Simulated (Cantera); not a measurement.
Input: 1 mol H2S, 0.23 mol O2, equilibrated at 3075 K and 27.0 bar.

Cantera equilibrium calculation (NASA polynomials, part measured and part estimated; ideal gas, pure solids and liquids). Candidate condensed phases: H2O, H2SO4, S; 19 gas species. Kinetics and transport are ignored.

Problem. What is the equilibrium state?

Solution. 
```json
{
 "x(H2)": "0.330",
 "x(H2O)": "0.194",
 "x(S2)": "0.194",
 "x(SH)": "0.0844",
 "x(H2S)": "0.0667",
 "x(SO)": "0.0523",
 "x(S)": "0.0266",
 "x(H)": "0.0219",
 "x(SO2)": "0.0210",
 "gas_amount": "1.546 mol",
 "log10 activity of S(l) (absent)": "-1.53"
}
```
